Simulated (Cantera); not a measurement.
SiH2Cl2 + Cl2 + H2 (silicon epitaxy and polysilicon growth)

Feed: 1 mol SiH2Cl2, 0.017 mol Cl2, a varied amount of H2, equilibrated at 1323 K and 0.00133 bar.

Cantera equilibrium calculation (NASA polynomials, part measured and part estimated; ideal gas, pure solids and liquids). Candidate condensed phases: Si; 19 gas species. The tables' values for SiCl3 are old estimates; treat these amounts as uncertain. The numbers say what is thermodynamically allowed, not how fast it happens.

From 13 mol H2 to 930 mol H2 the condensed part is Si(s). The main Si-bearing gas is SiCl2 throughout. The share of Si in condensed phases is highest at 930 mol H2 (98.8 %) and lowest at 13 mol H2 (64.1 %).

```csv
n(H2) (mol),x H2,x HCl,x SiCl2,x SiCl3,x SiCl4,x SiHCl3,x H,n Si(s)
13,0.889,0.0866,0.0231,0.000705,0.000118,6.15e-5,4.10e-5,0.641
27,0.938,0.0531,0.00822,0.000150,1.50e-5,1.34e-5,4.21e-5,0.756
55,0.967,0.0304,0.00261,2.68e-5,1.51e-6,2.44e-6,4.27e-5,0.850
110,0.983,0.0166,0.000767,4.28e-6,1.31e-7,3.92e-7,4.31e-5,0.913
230,0.991,0.00838,0.000194,5.42e-7,8.31e-9,4.99e-8,4.32e-5,0.955
460,0.996,0.00430,5.08e-5,7.29e-8,5.73e-10,6.72e-9,4.33e-5,0.976
930,0.998,0.00216,1.27e-5,9.17e-9,3.61e-11,8.46e-10,4.34e-5,0.988
```
x: gas mole fraction; n: condensed amount in mol.
